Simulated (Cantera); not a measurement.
Input (Python, Cantera) and output of one run.

```python
import numpy as np
import cantera as ct

gas_names = """
    CL CL2 H HCL H2 Si SiCL SiCL2 SiCL3 SiCL4 SiH SiHCL3 SiH2 SiH2CL2 SiH3 SiH3CL SiH4 Si2 Si3
""".split()
cond_names = """
    Si(cr) Si(L)
""".split()


def load(file, names, dense=False):
    # The tables refer to 1 bar. Condensed volumes are neglected.
    table = {s.name: s for s in ct.Species.list_from_file(file)}
    out = []
    for n in names:
        d = dict(table[n].input_data)
        d["thermo"] = dict(d["thermo"], **{"reference-pressure": 1e5})
        if dense:
            d["equation-of-state"] = {"model": "constant-volume", "density": "1e6 g/cm^3"}
        out.append(ct.Species.from_dict(d))
    return out


gas = ct.Solution(thermo="ideal-gas", species=load("nasa_gas.yaml", gas_names))
cond = {s.name: ct.Solution(thermo="fixed-stoichiometry", species=[s], name=s.name)
        for s in load("nasa_condensed.yaml", cond_names, dense=True)}
atoms = {
    'Si': {'Si': 1},
    'Cl2': {'CL': 2},
    'H2': {'H': 2},
}
top_T = {}  # K; cautious upper limits of use, not melting points


def equilibrate(T, P, feed):
    n = {}
    for name, mol in feed.items():
        for a, k in atoms[name].items():
            n[a] = n.get(a, 0.0) + k * mol
    gas.TPX = T, P, n
    mass = sum(n.values()) * gas.mean_molecular_weight
    gas.equilibrate("TP")
    valid = [c for c in cond.values() if c.min_temp <= T <= top_T.get(c.name, c.max_temp)]
    mix = ct.Mixture([(gas, mass / gas.mean_molecular_weight)] + [(c, 0.0) for c in valid])
    mix.T, mix.P = T, P
    mix.equilibrate("TP", solver="vcs", rtol=1e-11, max_steps=5000)
    return mix


results = []
feed = {'Si': 1, 'Cl2': 0.9, 'H2': 5.7}  # mol
T = 1100  # K
for P in [1000, 3200, 10000, 32000, 100000, 320000, 1000000]:
    mix = equilibrate(T, P, feed)
    results.append((T, P, feed, dict(zip(mix.species_names, mix.species_moles))))
    x = sorted(zip(gas.X, gas.species_names), reverse=True)
    print(f"T = {T:g} K  P = {P:g} Pa  gas = {mix.phase_moles(0):.4g} mol")
    print("   x: " + "  ".join(f"{s} {v:.3e}" for v, s in x if v > 1e-06))
    print("   condensed (mol): " + ("  ".join(f"{mix.phase(i).name} {mix.phase_moles(i):.4g}"
          for i in range(1, mix.n_phases) if mix.phase_moles(i) > 1e-12) or "none"))
```

Result:

```
T = 1100 K  P = 1000 Pa  gas = 6.269 mol
   x: H2 8.738e-01  HCL 6.190e-02  SiCL4 4.140e-02  SiCL2 8.930e-03  SiHCL3 8.620e-03  SiCL3 5.154e-03  SiH2CL2 2.151e-04  SiH3CL 1.423e-06
   condensed (mol): Si(cr) 0.5968
T = 1100 K  P = 3200 Pa  gas = 6.226 mol
   x: H2 8.851e-01  HCL 4.761e-02  SiCL4 4.518e-02  SiHCL3 1.239e-02  SiCL2 5.215e-03  SiCL3 4.115e-03  SiH2CL2 4.072e-04  SiH3CL 3.548e-06
   condensed (mol): Si(cr) 0.5809
T = 1100 K  P = 10000 Pa  gas = 6.192 mol
   x: H2 8.932e-01  SiCL4 4.665e-02  HCL 3.626e-02  SiHCL3 1.695e-02  SiCL3 3.170e-03  SiCL2 2.997e-03  SiH2CL2 7.382e-04  SiH3CL 8.522e-06
   condensed (mol): Si(cr) 0.5634
T = 1100 K  P = 32000 Pa  gas = 6.162 mol
   x: H2 8.989e-01  SiCL4 4.609e-02  HCL 2.711e-02  SiHCL3 2.254e-02  SiCL3 2.349e-03  SiCL2 1.665e-03  SiH2CL2 1.321e-03  SiH3CL 2.052e-05
   condensed (mol): Si(cr) 0.5441
T = 1100 K  P = 100000 Pa  gas = 6.135 mol
   x: H2 9.022e-01  SiCL4 4.376e-02  SiHCL3 2.888e-02  HCL 2.017e-02  SiH2CL2 2.284e-03  SiCL3 1.699e-03  SiCL2 9.181e-04  SiH3CL 4.788e-05
   condensed (mol): Si(cr) 0.524
T = 1100 K  P = 320000 Pa  gas = 6.108 mol
   x: H2 9.037e-01  SiCL4 3.985e-02  SiHCL3 3.603e-02  HCL 1.474e-02  SiH2CL2 3.904e-03  SiCL3 1.184e-03  SiCL2 4.897e-04  SiH3CL 1.122e-04  SiH4 1.380e-06
   condensed (mol): Si(cr) 0.5017
T = 1100 K  P = 1e+06 Pa  gas = 6.082 mol
   x: H2 9.034e-01  SiHCL3 4.329e-02  SiCL4 3.482e-02  HCL 1.072e-02  SiH2CL2 6.450e-03  SiCL3 8.050e-04  SiCL2 2.590e-04  SiH3CL 2.548e-04  SiH4 4.310e-06
   condensed (mol): Si(cr) 0.4777
```

Equilibrium computed with Cantera from the NASA thermochemical tables; the gas is ideal and each condensed phase is pure. The tables' values for SiCl3 are old estimates; treat these amounts as uncertain.
